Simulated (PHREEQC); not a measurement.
Leach liquor: an equilibrium model

A solution holds 0.15 mol HCl, 0.019 mol FeSO4 and 0.00044 mol MgSO4 per kg of water, at 82 °C. Closed to the air; pH follows from the charge balance.

The numbers come from PHREEQC with the ion-association model, phreeqc.dat.

Precipitation was switched off in this run.

Estimate the pH.

pH 0.99.

In which forms is S present?

HSO4- 86 %, SO4-2 5.4 %, FeHSO4+ 5.1 %, FeSO4 2.9 % of the S.

Constants without temperature data keep their 25 °C values here.
